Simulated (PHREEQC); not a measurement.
1 kg of water holding 0.079 mol/kgw K2SO4 and 0.066 mol/kgw NaCl is evaporated at 15 °C; the solids stay in contact with the brine. CO2 from the air is kept out. Solids allowed: Arcanite, Glaserite, Halite, Mirabilite, Misenite, Sylvite, Thenardite. Others were left out.

Base run: PHREEQC, Pitzer model, pitzer.dat. Each further column changes one thing. The table gives ionic strength.

```csv
H2O removed (mol),base,temperature from 15 to 5 °C,temperature from 15 to 25 °C
0,0.303,0.303,0.303
24.69,0.546,0.546,0.546
38.4,0.983,0.983,0.983
46.01,1.77,1.77,1.77
50.23,2.66,[?],2.91
52.58,3.42,3.18,3.65
53.88,4.08,4.16,[?]
54.6,5.05,5.34,[?]
55.01,6.17,[?],[?]
55.23,7.67,[?],7.81
```

### Question
Complete the blanks.

### Answer

- 50.23, temperature from 15 to 5 °C: 2.40
- 53.88, temperature from 15 to 25 °C: 3.94
- 54.6, temperature from 15 to 25 °C: 4.96
- 55.01, temperature from 15 to 5 °C: 6.01
- 55.01, temperature from 15 to 25 °C: 6.46
- 55.23, temperature from 15 to 5 °C: 7.01

 Constants without temperature data keep their 25 °C values here.
